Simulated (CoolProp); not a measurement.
Saturation properties of ethanol.

Model: reference Helmholtz-energy equation of state, Schroeder 2014, in CoolProp.

```
T (°C)  p (MPa)  liquid density (kg/m³)  liquid viscosity (µPa s)
------  -------  ----------------------  ------------------------
99.85    0.2230                   714.2                       325
104.05   0.2571                   709.5                       307
108.15   0.2944                   704.9                       291
112.35   0.3370                   700.0                       275
116.55   0.3845                   695.0                       260
120.75   0.4371                   689.9                       247
124.85   0.4939                   684.7                       234
129.05   0.5580                   679.2                       222
```

It boils at 78.4 °C under 1 atm.

Viscosity comes from a separate model (Kiselev 2005).
